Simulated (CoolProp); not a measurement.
A single-stage vapour-compression cycle with R507A: evaporating at 268.15 K (dew point), condensing at 333.15 K (bubble point), superheat 5 K, subcooling 0 K, compressor efficiency 0.85, no pressure losses. Each further row changes one setting.

The numbers come from the reference Helmholtz-energy equation of state, Lemmon 2003 in CoolProp. It is a pseudo-pure fit of the blend.

```csv
case,cooling COP,pressure ratio,discharge temperature (K),refrigerating effect (kJ/kg),volumetric capacity (kJ/m³)
as stated,1.69,5.55,349.2,67.1,1780
evaporating temperature 273.15 K,1.95,4.73,348.4,69.8,2180
condensing temperature 328.15 K,2.08,4.97,343.4,77.5,2060
subcooling 5 K,1.98,5.55,349.2,78.6,2090
superheat 15 K,1.80,5.55,357.8,76.6,1930
compressor efficiency 0.75,1.49,5.55,352.8,67.1,1780
```
